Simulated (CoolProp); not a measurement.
Vapour-liquid equilibrium of benzene (1) + m-xylene (2) at 414.6 K; x and y are mole fractions of (1).

Computed with CoolProp (multi-fluid Helmholtz-energy mixture model, Thol 2012 and Zhou 2012; pair parameters Bell 2016).

Give the bubble pressure and the first vapour's composition at x = 0.15, 0.25, 0.95. Is there an azeotrope?

x = 0.15: 0.1633 MPa, y = 0.424; x = 0.25: 0.1997 MPa, y = 0.577; x = 0.95: 0.4670 MPa, y = 0.987. No azeotrope shows between x = 0.05 and 0.95.

The pair parameters rest on a limited set of measurements; away from them the model extrapolates.
